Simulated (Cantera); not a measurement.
Charge: 1 mol Cu2O, 1.7 mol H2, 2.2 mol H2O, at 3900 Torr.

Method: chemical equilibrium by Gibbs-energy minimisation in Cantera with the NASA 1993 tables (ideal gas, pure condensed phases). Candidate condensed phases: Cu, CuO, Cu(OH)2, Cu2O, H2O; 12 gas species. Equilibrium is a limit: real reactors are often held back by kinetics, nucleation or transport.

x: gas mole fraction; n: condensed amount in mol.

```json
[
 {"T (K)": "600", "x H2O": "0.821", "x H2": "0.179", "x Cu": "<1e-12", "x H": "<1e-12", "x OH": "<1e-12", "x Cu2": "<1e-12", "x O2": "<1e-12", "n Cu(s)": "2.00", "n Cu(l)": "0"},
 {"T (K)": "800", "x H2O": "0.821", "x H2": "0.179", "x Cu": "<1e-12", "x H": "<1e-12", "x OH": "<1e-12", "x Cu2": "<1e-12", "x O2": "<1e-12", "n Cu(s)": "2.00", "n Cu(l)": "0"},
 {"T (K)": "1000", "x H2O": "0.821", "x H2": "0.179", "x Cu": "…", "x H": "4.22e-10", "x OH": "4.26e-12", "x Cu2": "<1e-12", "x O2": "<1e-12", "n Cu(s)": "2.00", "n Cu(l)": "0"},
 {"T (K)": "1200", "x H2O": "0.821", "x H2": "0.179", "x Cu": "…", "x H": "3.67e-8", "x OH": "1.34e-9", "x Cu2": "<1e-12", "x O2": "<1e-12", "n Cu(s)": "2.00", "n Cu(l)": "0"},
 {"T (K)": "1400", "x H2O": "0.821", "x H2": "0.179", "x Cu": "…", "x H": "9.04e-7", "x OH": "8.21e-8", "x Cu2": "5.06e-11", "x O2": "<1e-12", "n Cu(s)": "0", "n Cu(l)": "2.00"},
 {"T (K)": "1600", "x H2O": "0.821", "x H2": "0.179", "x Cu": "…", "x H": "1.01e-5", "x OH": "1.81e-6", "x Cu2": "5.47e-9", "x O2": "1.77e-10", "n Cu(s)": "0", "n Cu(l)": "2.00"},
 {"T (K)": "1800", "x H2O": "0.820", "x H2": "0.179", "x Cu": "…", "x H": "6.65e-5", "x OH": "2.01e-5", "x Cu2": "2.00e-7", "x O2": "1.17e-8", "n Cu(s)": "0", "n Cu(l)": "2.00"},
 {"T (K)": "2000", "x H2O": "0.820", "x H2": "0.179", "x Cu": "…", "x H": "0.000302", "x OH": "0.000138", "x Cu2": "3.42e-6", "x O2": "3.35e-7", "n Cu(s)": "0", "n Cu(l)": "2.00"},
 {"T (K)": "2200", "x H2O": "0.815", "x H2": "0.178", "x Cu": "…", "x H": "0.00104", "x OH": "0.000665", "x Cu2": "3.40e-5", "x O2": "5.23e-6", "n Cu(s)": "0", "n Cu(l)": "1.98"}
]
```

What belongs in the gaps?


- 1000, x Cu: 3.00e-12
- 1200, x Cu: 2.36e-9
- 1400, x Cu: 2.59e-7
- 1600, x Cu: 7.65e-6
- 1800, x Cu: 0.000104
- 2000, x Cu: 0.000828
- 2200, x Cu: 0.00446
